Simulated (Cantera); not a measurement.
Feed: 1 mol FeS₂, 1.1 mol H₂S, 15 mol N₂, held at 798 K and 0.820 bar.

Cantera equilibrium calculation (NASA polynomials, part measured and part estimated; ideal gas, pure solids and liquids). Candidate condensed phases: Fe, FeS, FeS₂, S; 16 gas species. Gases not in the tables: S₃ to S₇. Equilibrium is a limit: real reactors are often held back by kinetics, nucleation or transport.

Base state: N₂ 0.931, H₂S 0.0669, H₂ 0.00137, S₂ 0.000683 (mole fractions); condensed: FeS₂(s).

Problem. What changes in the equilibrium state with this change: temperature from 798 K to 1025 K?

Solution. 
| species | before | after |
|---|---|---|
| N₂ | 0.931 | 0.902 |
| H₂S | 0.0669 | 0.0624 |
| S₂ | 0.000683 | 0.0319 |
| SH | 8.14e-8 | 1.11e-5 |
| H₂ | 0.00137 | 0.00370 |
| FeS₂(s), mol | 1.00 | 0 |
| FeS(s), mol | 0 | 1.00 |
FeS: taken at fixed stoichiometry.

Problem. What changes in the equilibrium state with this change: temperature from 798 K to 1923.15 K?

Solution. 
| species | before | after |
|---|---|---|
| N₂ | 0.931 | 0.878 |
| S₂ | 0.000683 | 0.0554 |
| H₂ | 0.00137 | 0.0542 |
| H₂S | 0.0669 | 0.00847 |
| Fe | <1e-9 | 3.18e-5 |
| S | <1e-9 | 0.000490 |
| H | <1e-9 | 0.000242 |
| SH | 8.14e-8 | 0.00328 |
| FeS₂(s), mol | 1.00 | 0 |
| FeS(l), mol | 0 | 0.999 |
FeS: taken at fixed stoichiometry.
